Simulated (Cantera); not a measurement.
Cantera run:

```python
import numpy as np
import cantera as ct

gas_names = """
    H HNO HNO2 HNO3 HO2 H2 H2O H2O2 N NH NH2 NH3 NH2OH NO NO2 NO3 N2 N2H2 N2H4 N2O O OH O2 O3 V VN VO
    VO2
""".split()
cond_names = """
    H2O(s) H2O(L) V(cr) V(L) VN(s) VO(s) VO(L) V2O3(s) V2O3(L) V2O4(I) V2O4(II) V2O4(L) V2O5(s) V2O5(L)
""".split()


# ... load() reads the species with a 1 bar reference pressure and builds the phases ...
atoms = {
    'V': {'V': 1},
    'NH3': {'N': 1, 'H': 3},
    'H2O': {'H': 2, 'O': 1},
}
top_T = {'VN(s)': 2300}  # K; cautious upper limits of use, not melting points


# ... equilibrate(T, P, feed) seeds the gas with the atoms and calls Mixture.equilibrate('TP', solver="vcs", rtol=1e-11, max_steps=5000) ...
results = []
feed = {'V': 1, 'NH3': 0.23, 'H2O': 0.011}  # mol
T = 2225  # K
P = 4700  # Pa
mix = equilibrate(T, P, feed)
results.append((T, P, feed, dict(zip(mix.species_names, mix.species_moles))))
x = sorted(zip(gas.X, gas.species_names), reverse=True)
print(f"T = {T:g} K  P = {P:g} Pa  gas = {mix.phase_moles(0):.4g} mol")
print("   x: " + "  ".join(f"{s} {v:.3e}" for v, s in x if v > 0.001))
print("   condensed (mol): " + ("  ".join(f"{mix.phase(i).name} {mix.phase_moles(i):.4g}"
      for i in range(1, mix.n_phases) if mix.phase_moles(i) > 1e-12) or "none"))
```

Result:

```
T = 2225 K  P = 4700 Pa  gas = 0.478 mol
   x: H2 7.315e-01  N2 2.406e-01  H 2.555e-02  V 1.013e-03
   condensed (mol): V(L) 0.9888  VO(L) 0.01034
```

Equilibrium computed with Cantera from the NASA thermochemical tables; the gas is ideal and each condensed phase is pure. Each liquid is taken as pure. Mutual solubility and eutectic melting of coexisting phases are not modelled. VO: taken at fixed stoichiometry. Condensed phases not in the tables: V2N, N, O or C dissolved in the metal.
